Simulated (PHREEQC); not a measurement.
Make-up at 25 °C: 0.054 mol NH3 and 0.0062 mol H3BO3 per kg of water. Closed to the air; pH follows from the charge balance.

All values are PHREEQC results (ion-association model, phreeqc.dat), not measurements.

```tsv
quantity	before	after
pH	10.20	9.46
ionic strength (mol/kgw)	0.00581	0.0289
NH3 (mol/kgw)	0.0482	0.0313
NH4+ (mol/kgw)	0.00581	0.0227
H2BO3- (mol/kgw)	0.00563	0.00410
H3BO3 (mol/kgw)	0.000568	0.00208
```

Name the change that produced these shifts.
A) H3BO3 replaced by NaBF4 at the same molality
B) H3BO3 from 0.0062 to 0.0093 mol/kgw
C) NH3 from 0.054 to 0.54 mol/kgw
D) NH3 replaced by NH4BF4 at the same molality
E) NH3 from 0.054 to 0.0486 mol/kgw

A, H3BO3 replaced by NaBF4 at the same molality

No solid was allowed to form. Real BF4- forms and hydrolyses slowly; the run takes it at equilibrium.
